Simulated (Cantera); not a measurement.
**Thermodynamics of silicon epitaxy and polysilicon growth, feed Si3H8 + HCl + H2**

Feed: 1 mol Si3H8, a varied amount of HCl, 4.4 mol H2, equilibrated at 1423.15 K and 0.100 bar.

These are equilibrium values from Cantera (NASA tables, ideal gas, pure condensed phases), not measurements of a reactor. Candidate condensed phases: Si; 19 gas species. The feed counts by its element totals alone. The tables' values for SiCl3 are old estimates; treat these amounts as uncertain. Kinetics and transport are ignored.

```csv
n(HCl) (mol),x H2,x HCl,x SiCl2,x SiCl3,x SiCl4,x SiHCl3,x SiH2Cl2,x H,n Si(s)
0.3,0.968,0.0288,0.00258,0.000100,1.54e-5,4.03e-5,1.60e-5,2.07e-5,2.98
0.35,0.964,0.0326,0.00332,0.000147,2.56e-5,5.87e-5,2.06e-5,2.07e-5,2.97
0.42,0.958,0.0376,0.00444,0.000226,4.56e-5,9.04e-5,2.73e-5,2.06e-5,2.96
0.51,0.950,0.0434,0.00598,0.000354,8.28e-5,0.000141,3.65e-5,2.05e-5,2.94
0.6,0.943,0.0488,0.00760,0.000507,0.000134,0.000201,4.60e-5,2.04e-5,2.92
0.72,0.934,0.0552,0.00984,0.000746,0.000224,0.000294,5.89e-5,2.03e-5,2.90
0.86,0.924,0.0619,0.0125,0.00107,0.000362,0.000420,7.41e-5,2.02e-5,2.87
1,0.914,0.0679,0.0152,0.00143,0.000534,0.000559,8.92e-5,2.01e-5,2.83
1.2,0.902,0.0754,0.0190,0.00200,0.000836,0.000777,0.000110,2.00e-5,2.78
1.5,0.885,0.0849,0.0246,0.00294,0.00140,0.00113,0.000139,1.98e-5,2.70
1.7,0.875,0.0903,0.0281,0.00361,0.00183,0.00138,0.000158,1.97e-5,2.65
2.1,0.856,0.0995,0.0349,0.00498,0.00281,0.00188,0.000191,1.95e-5,2.53
2.5,0.839,0.107,0.0411,0.00638,0.00391,0.00238,0.000221,1.93e-5,2.42
```
x: gas mole fraction; n: condensed amount in mol.

From 0.3 mol HCl to 2.5 mol HCl the condensed part is Si(s). The main Si-bearing gas is SiCl2 throughout. The share of Si in condensed phases is highest at 0.3 mol HCl (99.2 %) and lowest at 2.5 mol HCl (80.6 %).
